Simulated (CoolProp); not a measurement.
Vapour-liquid equilibrium of acetone (1) + dimethyl carbonate (2) at 0.158 MPa; x and y are mole fractions of (1).

The numbers come from the multi-fluid Helmholtz-energy mixture model, Lemmon 2006 and Zhou 2011; pair parameters Bell 2016 in CoolProp.

Task: Give the bubble temperature and the first vapour's composition at x = 0.125, 0.725, 0.875. Is there an azeotrope?

Result: x = 0.125: 370.6 K, y = 0.284; x = 0.725: 349.6 K, y = 0.877; x = 0.875: 345.8 K, y = 0.951. No azeotrope shows between x = 0.05 and 0.95.

Pair parameters are fitted to limited data, so mixtures are less certain than the pure fluids.
